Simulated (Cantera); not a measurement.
Cantera run, input and output.

```python
import numpy as np
import cantera as ct

gas = ct.Solution("gri30.yaml")
gas.TPX = 498, 500000, {'CH4': 1, 'O2': 2.6, 'N2': 9.77}
inlet = ct.Reservoir(gas, clone=True)
gas.equilibrate("HP")  # start burning
reactor = ct.IdealGasConstPressureReactor(gas, energy="on", clone=False)
exhaust = ct.Reservoir(gas, clone=True)
tau = [0.33, 0.14, 0.057, 0.024, 0.0099, 0.0042, 0.0017, 0.00073, 0.0003, 0.00013, 5.3e-05, 2.2e-05][0]
for a, b in ((inlet, reactor), (reactor, exhaust)):
    ct.MassFlowController(a, b, mdot=lambda t: reactor.mass / tau)
net = ct.ReactorNet([reactor])
show = ['CH4', 'O2', 'H2O', 'H2', 'NO']

rows = []
print(f"{'tau/s':>10s}{'T/K':>9s}" + "".join(f"{s:>11s}" for s in show))
for tau in [0.33, 0.14, 0.057, 0.024, 0.0099, 0.0042, 0.0017, 0.00073, 0.0003, 0.00013, 5.3e-05, 2.2e-05]:
    net.initial_time = 0.0
    net.advance(30 * tau)
    before = gas.X
    net.advance(40 * tau)
    drift = np.max(np.abs(gas.X - before) / (gas.X + 1e-9))
    rows.append([gas.T, *gas[show].X, drift])
    print(f"{tau:10.3e}{gas.T:9.1f}" + "".join(f"{x:11.3e}" for x in gas[show].X))
```

It prints:

```
     tau/s      T/K        CH4         O2        H2O         H2         NO
 3.300e-01   2098.3  4.902e-07  4.377e-02  1.484e-01  1.918e-04  1.782e-03
 1.400e-01   2099.5  1.127e-06  4.414e-02  1.483e-01  1.990e-04  1.050e-03
 5.700e-02   2099.8  2.661e-06  4.442e-02  1.483e-01  2.146e-04  5.487e-04
 2.400e-02   2098.6  5.895e-06  4.460e-02  1.482e-01  2.474e-04  2.908e-04
 9.900e-03   2095.2  1.258e-05  4.477e-02  1.479e-01  3.190e-04  1.645e-04
 4.200e-03   2088.4  2.454e-05  4.503e-02  1.475e-01  4.562e-04  1.079e-04
 1.700e-03   2075.6  4.710e-05  4.551e-02  1.467e-01  7.216e-04  7.837e-05
 7.300e-04   2055.7  8.509e-05  4.633e-02  1.456e-01  1.138e-03  6.155e-05
 3.000e-04   2022.7  1.614e-04  4.785e-02  1.439e-01  1.817e-03  4.780e-05
 1.300e-04   1975.3  3.123e-04  5.037e-02  1.417e-01  2.728e-03  3.603e-05
 5.300e-05   1894.2  7.551e-04  5.568e-02  1.383e-01  4.055e-03  2.218e-05
 2.200e-05    498.0  7.479e-02  1.945e-01 -8.372e-16 -5.775e-17 -6.757e-20
```

Cantera simulation using GRI-Mech 3.0 (53 species, 325 reactions); the numbers are that mechanism's predictions, not measurements.
